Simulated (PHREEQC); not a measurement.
PHREEQC input (ion-association model, wateq4f.dat):

```
SOLUTION_MASTER_SPECIES
  An  An-  0  An  62.0  # stands for a non-complexing anion
SOLUTION_SPECIES
  An- = An-
    -log_k 0
    -gamma 3.0 0
  PO4-3 + 3H+ = H3PO4  # constants of phreeqc.dat
    -log_k 21.721
    -delta_h -10.1 kJ
PHASES
  Fix_H+
    H+ = H+
    -log_k 0
SOLUTION 1
  temp 25
  units mmol/kgw
  pH 7 charge
  Cl 0.3
  Ca 0.15
  P 0.048
  Na 100.048
  An 100
END
SELECTED_OUTPUT 1
  -reset false
  -pH true
  -pe true
  -ionic_strength true
  -water true
  -totals Ca Cl Na P
  -molalities Hfo_wOH Hfo_wOH2+ Hfo_wO- Hfo_sOH Hfo_sOH2+ Hfo_sO- Hfo_sOHCa+2 Hfo_wOCa+ Hfo_wH2PO4 Hfo_wHPO4-
    Hfo_wPO4-2
  -saturation_indices Portlandite Hydroxyapatite Halite
USER_PUNCH 1
  -headings sigma psi
  10 PUNCH EDL("sigma", "Hfo"), EDL("psi", "Hfo")
PRINT
  -reset false
USE solution 1
SURFACE 1
  Hfo_wOH 0.000292135 600 0.13
  Hfo_sOH 7.30337e-06
EQUILIBRIUM_PHASES 1
  Fix_H+ -3 HAn 10
    -force_equality true
  O2(g) -0.68 10
END
# ... the last block is repeated for the other 16 points of pH, with NaOH or the acid as the point needs
```

Selected output (columns that matter, 17 of 17 rows; pH added in front):

```
pH	mu	Ca	Na	P	m_Hfo_wOH	m_Hfo_wOH2+	m_Hfo_wO-	m_Hfo_sOH	m_Hfo_sOH2+	si_Portlandite	si_Hydroxyapatite	si_Halite	sigma	psi
3	0.10183	0.00015	0.10005	3.0944e-08	3.0542e-06	0.00024111	8.863e-10	9.1356e-08	7.212e-06	-21.037	-41.354	-6.3292	0.29299	0.14154
3.5	0.10099	0.00015	0.10005	2.3635e-08	8.2526e-06	0.0002359	6.6139e-09	2.4686e-07	7.0563e-06	-20.036	-38.106	-6.3286	0.27252	0.13806
4	0.10072	0.00015	0.10005	1.7476e-08	1.9845e-05	0.00022427	4.0231e-08	5.9363e-07	6.7084e-06	-19.036	-34.968	-6.3284	0.24312	0.13233
4.5	0.10062	0.00015	0.10005	1.3816e-08	4.0665e-05	0.0002033	1.8634e-07	1.2164e-06	6.081e-06	-18.036	-31.767	-6.3284	0.20497	0.1237
5	0.10057	0.00015	0.10005	1.3601e-08	6.8416e-05	0.00017512	6.1233e-07	2.046e-06	5.2371e-06	-17.036	-28.297	-6.3283	0.16024	0.11132
5.5	0.10055	0.00014999	0.10005	1.7638e-08	9.6438e-05	0.00014626	1.4567e-06	2.881e-06	4.3693e-06	-16.036	-24.495	-6.3283	0.11569	0.09519
6	0.10053	0.00014995	0.10005	3.0227e-08	0.00011979	0.00012167	2.702e-06	3.5574e-06	3.6131e-06	-15.036	-20.409	-6.3283	0.077247	0.075912
6.5	0.10052	0.00014968	0.10005	7.089e-08	0.0001374	0.00010259	4.2154e-06	3.9323e-06	2.9361e-06	-14.037	-16.111	-6.3283	0.046971	0.054238
7	0.1005	0.00014831	0.10005	2.3773e-07	0.00015117	8.7155e-05	6.007e-06	3.4971e-06	2.0162e-06	-13.04	-11.72	-6.3283	0.024088	0.031304
7.5	0.10049	0.000145	0.10005	1.0501e-06	0.00016403	7.2332e-05	8.522e-06	1.7417e-06	7.68e-07	-12.05	-7.3995	-6.3283	0.0062635	0.0086134
8	0.10047	0.0001411	0.10005	4.82e-06	0.00017727	5.6736e-05	1.2688e-05	4.7951e-07	1.5347e-07	-11.062	-3.302	-6.3282	-0.009309	-0.012732
8.5	0.10048	0.00013003	0.10009	1.4303e-05	0.00018751	3.5113e-05	2.2939e-05	1.6267e-07	3.0461e-08	-10.098	-0.0126	-6.3281	-0.021735	-0.02854
9	0.1005	0.00010345	0.10018	2.4766e-05	0.00016818	1.3569e-05	4.7754e-05	1.1167e-07	9.0091e-09	-9.2001	2.1981	-6.3277	-0.028685	-0.036485
9.5	0.10052	7.2449e-05	0.10029	3.4184e-05	0.00011638	3.528e-06	8.7955e-05	1.1418e-07	3.4612e-09	-8.3626	3.7765	-6.3272	-0.032849	-0.040914
10	0.10061	4.8959e-05	0.10045	4.212e-05	6.4125e-05	7.4006e-07	0.00012729	1.2095e-07	1.3959e-09	-7.5587	4.9994	-6.3266	-0.037618	-0.045683
10.5	0.10088	3.5575e-05	0.10078	4.6261e-05	3.0093e-05	1.362e-07	0.00015232	1.1967e-07	5.4163e-10	-6.7643	5.9518	-6.3254	-0.043601	-0.051212
11	0.10178	2.9935e-05	0.1017	4.7607e-05	1.287e-05	2.3055e-08	0.0001646	1.0792e-07	1.9332e-10	-5.9679	6.6937	-6.3221	-0.050547	-0.056977
```

Along this series the solution becomes supersaturated in solids that the run did not let form, among them Hydroxyapatite. H3PO4, which wateq4f.dat lacks, is added to it with the constant of phreeqc.dat. The oxide is taken as insoluble; below pH 4 it would dissolve.
